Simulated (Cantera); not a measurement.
Charge: 1 mol C6H6, 4.8 mol CO2, 4.2 mol H2, at 1223.15 K and 1 atm.

Method: chemical equilibrium by Gibbs-energy minimisation in Cantera with the NASA 1993 tables (ideal gas, pure condensed phases). Candidate condensed phases: C, C6H6, C7H8, C8H18, H2O; 110 gas species. Rates play no part.

Base state: CO 0.564, H2 0.424, H2O 0.00486, CO2 0.00443, CH4 0.00242 (mole fractions); condensed: C(graphite).

Problem. What changes in the equilibrium state with this change: temperature from 1223.15 K to 1350 K?

Solution. 
```csv
species,before,after
CO,0.564,0.570
H2,0.424,0.427
H2O,0.00486,0.00141
CO2,0.00443,0.000960
CH4,0.00242,0.00106
"C(graphite), mol",1.31,1.22
```

Problem. What changes in the equilibrium state with this change: temperature from 1223.15 K to 1575 K?

Solution. 
```
species            before     after
----------------  -------  --------
CO                  0.564     0.571
H2                  0.424     0.428
CH4               0.00242  0.000337
H2O               0.00486  0.000254
CO2               0.00443  0.000117
H                 1.95e-7   2.70e-5
C(graphite), mol     1.31      1.20
```

Problem. What changes in the equilibrium state with this change: temperature from 1223.15 K to 2523 K?

Solution. 
| species | before | after |
|---|---|---|
| CO | 0.564 | 0.566 |
| H2 | 0.424 | 0.411 |
| H | 1.95e-7 | 0.0177 |
| C2H2 (acetylene) | 6.66e-8 | 0.00489 |
| C4H2 | <1e-9 | 2.41e-5 |
| C2H | <1e-9 | 1.59e-5 |
| C(graphite), mol | 1.31 | 1.03 |
